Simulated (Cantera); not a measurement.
A closed system holds: 1 mol Si, a varied amount of Br2, 26 mol N2, held at 0.128 Torr.

These are equilibrium values from Cantera (NASA tables, ideal gas, pure condensed phases), not measurements of a reactor. Candidate condensed phases: Br2, Si, Si3N4; 13 gas species. N2 is the only nitrogen source here; it is nearly inert below about 1500 K, so the nitride shown seldom forms there in practice. The tables' values for SiBr3 are old estimates. Equilibrium is a limit: real reactors are often held back by kinetics, nucleation or transport.

Q: What condenses at these points (T in K, n(Br2) in mol): (873, 1.2); (1398, 5.7); (1398, 4.4); (648, 5.7); (1098, 1.2)?

A: 
```json
[
 {"T (K)": "873", "n(Br2) in mol": "1.2", "condensed phases": "Si3N4", "Si condensed (%)": "40.0"},
 {"T (K)": "1398", "n(Br2) in mol": "5.7", "condensed phases": "gas only", "Si condensed (%)": "0.0"},
 {"T (K)": "1398", "n(Br2) in mol": "4.4", "condensed phases": "gas only", "Si condensed (%)": "0.0"},
 {"T (K)": "648", "n(Br2) in mol": "5.7", "condensed phases": "gas only", "Si condensed (%)": "0.0"},
 {"T (K)": "1098", "n(Br2) in mol": "1.2", "condensed phases": "Si3N4", "Si condensed (%)": "39.4"}
]
```
